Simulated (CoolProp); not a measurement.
Vapour-liquid equilibrium of R125 (1) + cyclopropane (2) at 41.95 °C; x and y are mole fractions of (1).

The numbers come from the multi-fluid Helmholtz-energy mixture model, Lemmon 2005 and Polt 1992; pair parameters Bell 2016 in CoolProp. This equation is an older, rougher fit; its heat capacities, sound speeds and derivatives of the liquid may be far off and weren't checked against measurements.

Question: Give the bubble pressure and the first vapour's composition at x = 0.275, 0.65, 0.8. Is there an azeotrope?

Answer: x = 0.275: 1812 kPa, y = 0.457; x = 0.65: 2131 kPa, y = 0.690; x = 0.8: 2166 kPa, y = 0.801. y crosses x between x = 0.8 and 0.875: the model has an azeotrope there.

The pair parameters rest on a limited set of measurements; away from them the model extrapolates.
